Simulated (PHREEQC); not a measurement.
Make-up at 25 °C: 14 mmol/kgw NaH2PO4, 0.52 mmol/kgw NaOH and 0.67 mmol/kgw H4SiO4. Closed to the air; pH follows from the charge balance.

All values are PHREEQC results (ion-association model, wateq4f.dat), not measurements.

No solid was allowed to form.

**Question.** Predict the pH.

**Answer.** pH 5.63.

**Question.** In which forms is P present?

**Answer.** H2PO4- 96 %, HPO4-2 3.7 % of the P.

Saturation is exceeded, for instance for Quartz (slow to form), Chalcedony (slow to form); the values hold only as long as no solid forms. H3PO4, which wateq4f.dat lacks, is added to it with the constant of phreeqc.dat.
